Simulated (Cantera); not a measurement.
A perfectly stirred reactor is fed with N2O : N2 = 1 : 0.1 (molar parts), at 0.0800 bar; it is held at 1500 K, and followed from long to short residence time.

Detailed kinetics in Cantera: GRI-Mech 3.0 (53 species, 325 reactions). GRI-Mech 3.0 was tuned for natural gas; its chemistry of N2O as a main component is partial and can be far from experiment. The temperature is held fixed by assumption; the heat of reaction is taken as removed at once.

**Question.** What does this change do: pressure from 0.0800 bar to 0.0150 bar?

**Answer.** 
```tsv
quantity	before	after
x(N2O) at τ = 16.0 s	0.0109	0.0444
x(NO) at τ = 16.0 s	0.108	0.143
x(O2) at τ = 16.0 s	0.255	0.225
x(N2) at τ = 16.0 s	0.626	0.587
x(NO2) at τ = 16.0 s	8.56e-5	3.56e-5
x(N2O) at τ = 70.0 ms	0.622	0.836
x(NO) at τ = 70.0 ms	0.0488	0.0124
x(O2) at τ = 70.0 ms	0.0743	0.0188
x(N2) at τ = 70.0 ms	0.255	0.132
x(NO2) at τ = 70.0 ms	2.57e-5	9.81e-7
```
Radical loss at walls, strong at low pressure, is not modelled.

**Question.** What does this change do: temperature 1500 to 1550 K?

**Answer.** 
```
quantity                before    after
---------------------  -------  -------
x(N2O) at τ = 16.0 s    0.0109  0.00642
x(NO) at τ = 16.0 s      0.108    0.109
x(O2) at τ = 16.0 s      0.255    0.256
x(N2) at τ = 16.0 s      0.626    0.629
x(NO2) at τ = 16.0 s   8.56e-5  8.66e-5
x(N2O) at τ = 70.0 ms    0.622    0.499
x(NO) at τ = 70.0 ms    0.0488   0.0768
x(O2) at τ = 70.0 ms    0.0743    0.103
x(N2) at τ = 70.0 ms     0.255    0.322
x(NO2) at τ = 70.0 ms  2.57e-5  3.99e-5
```

**Question.** What does this change do: temperature 1500 to 1375 K?

**Answer.** 
```tsv
quantity	before	after
x(N2O) at τ = 16.0 s	0.0109	0.0478
x(NO) at τ = 16.0 s	0.108	0.0939
x(O2) at τ = 16.0 s	0.255	0.249
x(N2) at τ = 16.0 s	0.626	0.609
x(NO2) at τ = 16.0 s	8.56e-5	7.80e-5
x(N2O) at τ = 70.0 ms	0.622	0.834
x(NO) at τ = 70.0 ms	0.0488	0.00949
x(O2) at τ = 70.0 ms	0.0743	0.0210
x(N2) at τ = 70.0 ms	0.255	0.135
x(NO2) at τ = 70.0 ms	2.57e-5	5.00e-6
```
The mechanism lacks the step 2 NO + O2 → 2 NO2, which can matter for NO2 below about 1400 K.
